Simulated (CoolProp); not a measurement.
Vapour-liquid equilibrium of R143a (1) + n-butane (2) at 0.86 MPa; x and y are mole fractions of (1).

Values from CoolProp's multi-fluid Helmholtz-energy mixture model, Lemmon and Jacobsen 2000 and Bücker 2006; pair parameters Bell 2016.

```tsv
x	bubble temperature (K)	y at the bubble point	dew temperature at overall composition x (K)	liquid density (mol/L)
0.05	[?]	[?]	343.4	9.149
0.15	312.7	0.568	338.4	9.615
0.25	303.2	0.685	333.0	9.896
0.35	298.0	0.744	327.2	10.10
0.45	294.6	0.782	321.0	10.28
0.55	[?]	0.812	314.0	10.46
0.65	290.1	[?]	306.1	10.67
0.75	288.2	[?]	[?]	10.91
0.85	286.4	0.915	289.6	11.20
0.95	284.8	0.967	285.3	11.54
```

Question: Some entries are withheld; supply them.

Answer: 
- 0.05, bubble temperature (K): 331.2
- 0.05, y at the bubble point: 0.282
- 0.55, bubble temperature (K): 292.2
- 0.65, y at the bubble point: 0.842
- 0.75, y at the bubble point: 0.875
- 0.75, dew temperature at overall composition x (K): 297.4

No azeotrope shows between x = 0.05 and 0.95.

Pair parameters are fitted to limited data, so mixtures are less certain than the pure fluids. With so large a gap from Raoult's law the liquid may split in two, which this calculation doesn't test in full.
